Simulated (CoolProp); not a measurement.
Vapour-liquid equilibrium of diethyl ether (1) + acetone (2) at 337.2 K; x and y are mole fractions of (1).

Values from CoolProp's multi-fluid Helmholtz-energy mixture model, Thol 2014 and Lemmon 2006; pair parameters Bell 2016.

Task: Give the bubble pressure and the first vapour's composition at x = 0.2, 0.35, 0.5. Is there an azeotrope?

Result: x = 0.2: 0.1779 MPa, y = 0.389; x = 0.35: 0.2061 MPa, y = 0.555; x = 0.5: 0.2277 MPa, y = 0.669. No azeotrope shows between x = 0.05 and 0.95.

The pair parameters rest on a limited set of measurements; away from them the model extrapolates.
